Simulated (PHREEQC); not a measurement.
A solution holds 78 mmol/kgw Na2SO4, at 25 °C. Closed to the air; pH follows from the charge balance.

Computed with PHREEQC (Pitzer model, pitzer.dat).

Precipitation was switched off in this run.

Question: Estimate the specific conductance, osmotic coefficient, density.

Answer: specific conductance 13600 µS/cm; osmotic coefficient 0.801; density 1.007 g/cm³.
